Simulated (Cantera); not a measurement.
A counterflow diffusion flame at 1500 Torr, nozzles 20 mm apart: fuel side 89.3 % CO, 10.7 % H2 at 398 K, oxidiser side 21.0 % O2, 79.0 % N2 at 400 K, fuel mass flux 0.99 times the oxidiser's; mixture-averaged transport, no radiation.

Detailed kinetics in Cantera: GRI-Mech 3.0 (53 species, 325 reactions). The maximum strain rate includes the flame's own expansion and is several times the mean.

x: mole fraction; the columns are a selection and need not sum to one.

| oxidiser flux (kg/m²/s) | max strain (1/s) | mean strain (1/s) | T max (K) | peak x OH | peak x H | peak x NO | peak x CO |
|---|---|---|---|---|---|---|---|
| 1.2 | 288 | 73.5 | 2203 | 0.00614 | 0.00451 | 0.000208 | 0.900 |
| 1.5 | (withheld) | 91.9 | 2179 | 0.00626 | (withheld) | (withheld) | 0.900 |
| 1.9 | (withheld) | 116 | 2153 | 0.00636 | 0.00553 | (withheld) | 0.900 |
| 2.3 | 532 | 141 | 2131 | 0.00640 | 0.00599 | 0.000125 | 0.900 |
| 2.9 | 662 | 178 | 2102 | 0.00646 | 0.00659 | 0.000106 | 0.900 |
| 3.6 | 813 | 221 | 2075 | 0.00648 | 0.00718 | 9.23e-5 | 0.900 |
| 4.5 | 1010 | 276 | 2046 | 0.00646 | 0.00783 | 8.06e-5 | 0.900 |
| 5.7 | 1260 | 349 | 2015 | 0.00646 | 0.00856 | 7.08e-5 | 0.900 |
| 7.1 | 1560 | 435 | 1985 | 0.00641 | 0.00928 | 6.32e-5 | 0.899 |
| 8.8 | 1910 | 539 | 1953 | 0.00630 | 0.01000 | 5.68e-5 | 0.899 |

**Question.** Some entries are withheld; supply them.

**Answer.** 
- 1.5, max strain (1/s): 355
- 1.5, peak x H: 0.00499
- 1.5, peak x NO: 0.000173
- 1.9, max strain (1/s): 444
- 1.9, peak x NO: 0.000144
